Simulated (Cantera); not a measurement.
What does this Cantera script print?

```python
import numpy as np
import cantera as ct

gas = ct.Solution("gri30.yaml")
gas.TPX = 575, 660000, {'CH4': 1, 'C2H6': 0.33, 'C3H8': 0.25, 'O2': 6.48, 'N2': 24.4}
flame = ct.FreeFlame(gas, width=0.011)
flame.set_refine_criteria(ratio=3, slope=0.08, curve=0.16)
flame.transport_model = "mixture-averaged"
flame.solve(loglevel=0, auto=True)
z, T = flame.grid, flame.T
thick = (T[-1] - T[0]) / np.gradient(T, z).max()
show = ['CH4', 'C2H6', 'C3H8', 'H2', 'C2H4', 'NO']
print(f"laminar burning velocity  {flame.velocity[0] * 100:.3f} cm/s")
print(f"burnt temperature         {T[-1]:.1f} K")
print(f"thermal thickness         {thick * 1e3:.4f} mm")
print(f"grid points               {len(z)}")
z0 = z[flame.heat_release_rate.argmax()]
print(f"{'z/mm':>9s}{'T/K':>9s}{'u/(m/s)':>9s}" + "".join(f"{s:>11s}" for s in show))
rows = []
for k in (-3, -2, -1.5, -1, -0.5, -0.25, 0, 0.25, 0.5, 1, 2, 4, 8):
    zz = z0 + k * thick
    rows.append([k * thick, np.interp(zz, z, T), np.interp(zz, z, flame.velocity),
                 *(np.interp(zz, z, flame.X[gas.species_index(s)]) for s in show)])
    print(f"{rows[-1][0] * 1e3:9.3f}{rows[-1][1]:9.1f}{rows[-1][2]:9.3f}" + "".join(f"{x:11.3e}" for x in rows[-1][3:]))
```

Result:

```
laminar burning velocity  40.729 cm/s
burnt temperature         2039.9 K
thermal thickness         0.1035 mm
grid points               146
     z/mm      T/K  u/(m/s)        CH4       C2H6       C3H8         H2       C2H4         NO
   -0.310    576.1    0.408  3.075e-02  1.016e-02  7.698e-03  4.424e-04  1.308e-06  1.776e-10
   -0.207    582.3    0.413  3.054e-02  1.014e-02  7.690e-03  9.683e-04  1.241e-05  1.374e-09
   -0.155    602.3    0.428  2.993e-02  1.006e-02  7.661e-03  1.512e-03  6.241e-05  6.256e-09
   -0.103    689.6    0.492  2.755e-02  9.560e-03  7.444e-03  2.387e-03  3.697e-04  4.285e-08
   -0.052   1032.2    0.745  1.883e-02  6.336e-03  5.207e-03  3.602e-03  2.126e-03  5.635e-07
   -0.026   1360.4    0.990  1.055e-02  2.510e-03  1.867e-03  4.165e-03  3.144e-03  1.695e-06
    0.000   1690.0    1.234  2.406e-03  1.163e-04  4.374e-05  3.620e-03  9.106e-04  3.360e-06
    0.026   1844.8    1.341  1.289e-04  1.558e-07  1.370e-08  2.011e-03  2.069e-05  5.305e-06
    0.052   1913.7    1.385  4.222e-06  1.086e-10  1.986e-12  1.287e-03  2.448e-07  6.929e-06
    0.103   1980.0    1.427  8.353e-09  8.974e-16  6.595e-19  7.328e-04  1.036e-10  9.005e-06
    0.207   2021.1    1.453  1.080e-12  2.441e-21  2.708e-27  2.953e-04  2.272e-15  1.091e-05
    0.414   2036.7    1.463  3.099e-14  2.796e-26  2.981e-36  1.106e-04  8.363e-21  1.239e-05
    0.828   2039.8    1.465  1.485e-14 -2.039e-26  8.476e-37  7.599e-05  2.569e-23  1.408e-05
```

Model: GRI-Mech 3.0 (53 species, 325 reactions), integrated in Cantera. GRI-Mech 3.0 was tuned for natural gas; its chemistry of propane as a main component is partial and can be far from experiment. Burning velocities carry a grid error of a few per cent, more on coarse grids.
